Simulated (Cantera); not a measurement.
A counterflow diffusion flame at 0.987 atm, nozzles 20 mm apart: fuel side CH4 = 1 (molar parts) at 525 K, oxidiser side O2 : N2 = 0.24 : 0.76 (molar parts) at 400 K, fuel mass flux 0.69 times the oxidiser's; mixture-averaged transport, no radiation.

Detailed kinetics in Cantera: GRI-Mech 3.0 (53 species, 325 reactions). GRI-Mech 3.0 has no aromatics or soot, which form on the fuel side of real flames. The maximum strain rate includes the flame's own expansion and is several times the mean.

x: mole fraction; the columns are a selection and need not sum to one.

```json
[
 {"oxidiser flux (kg/m²/s)": "0.25", "max strain (1/s)": "185", "mean strain (1/s)": "37.8", "T max (K)": "2214", "peak x OH": "0.0106", "peak x H": "0.00506", "peak x NO": "0.000362", "peak x CO": "0.0693", "peak x C2H2": "0.0177"},
 {"oxidiser flux (kg/m²/s)": "0.36", "max strain (1/s)": "258", "mean strain (1/s)": "54.5", "T max (K)": "2197", "peak x OH": "0.0105", "peak x H": "0.00530", "peak x NO": "0.000333", "peak x CO": "0.0677", "peak x C2H2": "0.0166"},
 {"oxidiser flux (kg/m²/s)": "0.51", "max strain (1/s)": "(withheld)", "mean strain (1/s)": "77.1", "T max (K)": "2182", "peak x OH": "0.0104", "peak x H": "0.00553", "peak x NO": "(withheld)", "peak x CO": "0.0665", "peak x C2H2": "0.0157"},
 {"oxidiser flux (kg/m²/s)": "0.73", "max strain (1/s)": "485", "mean strain (1/s)": "110", "T max (K)": "2168", "peak x OH": "0.0104", "peak x H": "0.00578", "peak x NO": "0.000275", "peak x CO": "0.0655", "peak x C2H2": "0.0148"},
 {"oxidiser flux (kg/m²/s)": "1.1", "max strain (1/s)": "(withheld)", "mean strain (1/s)": "166", "T max (K)": "2150", "peak x OH": "0.0102", "peak x H": "0.00603", "peak x NO": "(withheld)", "peak x CO": "0.0645", "peak x C2H2": "0.0137"},
 {"oxidiser flux (kg/m²/s)": "1.5", "max strain (1/s)": "926", "mean strain (1/s)": "227", "T max (K)": "2134", "peak x OH": "0.00996", "peak x H": "0.00617", "peak x NO": "0.000203", "peak x CO": "0.0639", "peak x C2H2": "0.0128"},
 {"oxidiser flux (kg/m²/s)": "2.2", "max strain (1/s)": "1290", "mean strain (1/s)": "333", "T max (K)": "2109", "peak x OH": "0.00950", "peak x H": "0.00623", "peak x NO": "0.000159", "peak x CO": "0.0634", "peak x C2H2": "0.0115"},
 {"oxidiser flux (kg/m²/s)": "3.1", "max strain (1/s)": "1750", "mean strain (1/s)": "469", "T max (K)": "2080", "peak x OH": "0.00892", "peak x H": "0.00615", "peak x NO": "0.000118", "peak x CO": "0.0632", "peak x C2H2": "0.0100"}
]
```

Question: Some entries are withheld; supply them.

Answer: 
- 0.51, max strain (1/s): 353
- 0.51, peak x NO: 0.000305
- 1.1, max strain (1/s): 701
- 1.1, peak x NO: 0.000236
